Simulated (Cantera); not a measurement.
Feed: 1 mol CH3Cl, 0.013 mol Si, 0.55 mol H2, held at 848.15 K and 3.40 mbar.

These are equilibrium values from Cantera (NASA tables, ideal gas, pure condensed phases), not measurements of a reactor. Candidate condensed phases: C, C6H6, C7H8, C8H18, Si, SiC; 109 gas species. Kinetics and transport are ignored.

Base state: H2 0.620, HCl 0.374, SiCl4 0.00511, CH4 0.000836, SiHCl3 1.38e-5 (mole fractions); condensed: C(graphite).

**Question.** What changes in the equilibrium state with this change: temperature from 848.15 K to 1650 K?

**Answer.** 
| species | before | after |
|---|---|---|
| H2 | 0.620 | 0.612 |
| HCl | 0.374 | 0.381 |
| SiCl2 | 3.80e-9 | 0.00493 |
| SiCl4 | 0.00511 | 9.42e-6 |
| H | <1e-9 | 0.00122 |
| Cl | <1e-9 | 0.000595 |
| C(graphite), mol | 0.998 | 1.000 |
The tables' values for SiCl3 are old estimates; treat these amounts as uncertain.
